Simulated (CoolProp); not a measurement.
Vapour-liquid equilibrium of diethyl ether (1) + methanol (2) at 1.23 MPa; x and y are mole fractions of (1).

The numbers come from the multi-fluid Helmholtz-energy mixture model, Thol 2014 and de Reuck 1993; pair parameters Bell 2016 in CoolProp.

| x | bubble temperature (K) | y at the bubble point | dew temperature at overall composition x (K) | liquid density (mol/L) |
|---|---|---|---|---|
| 0.05 | 414.9 | 0.104 | 416.5 | 19.12 |
| 0.125 | 411.1 | 0.229 | 414.3 | 17.42 |
| 0.2 | 408.0 | 0.326 | 412.0 | 15.93 |
| 0.275 | 405.7 | 0.403 | 409.6 | 14.62 |
| 0.35 | 403.9 | 0.467 | 407.3 | 13.47 |
| 0.425 | 402.5 | 0.523 | 405.1 | 12.45 |
| 0.5 | 401.4 | 0.574 | 403.0 | 11.55 |
| 0.575 | 400.7 | 0.623 | 401.4 | 10.74 |
| 0.65 | 400.2 | 0.673 | 400.4 | 10.03 |
| 0.725 | 400.0 | 0.727 | 400.0 | 9.394 |
| 0.8 | 400.1 | 0.786 | 400.2 | 8.823 |
| 0.875 | 400.7 | 0.854 | 401.0 | 8.307 |
| 0.95 | 401.9 | 0.936 | 402.2 | 7.835 |

y crosses x between x = 0.725 and 0.8: the model has an azeotrope there.

Pair parameters are fitted to limited data, so mixtures are less certain than the pure fluids.
